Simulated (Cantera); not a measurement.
Mixture: 7.44 % CH4, 18.2 % O2, 74.4 % N2, equivalence ratio 0.82, at 1.60 bar, adiabatic and at constant volume. Ignition delay is the time to a rise of 400 K.

Cantera simulation using GRI-Mech 3.0 (53 species, 325 reactions); the numbers are that mechanism's predictions, not measurements.

Question: Predict: delay at 1075 K; delay at 1175 K; delay at 1275 K; delay at 1375 K; delay at 1475 K; apparent activation energy between 1375 and 1475 K.

Answer: 
```json
{
 "delay at 1075 K": "0.184 s",
 "delay at 1175 K": "40.5 ms",
 "delay at 1275 K": "10.3 ms",
 "delay at 1375 K": "3.00 ms",
 "delay at 1475 K": "0.998 ms",
 "apparent activation energy between 1375 and 1475 K": "190 kJ/mol"
}
```
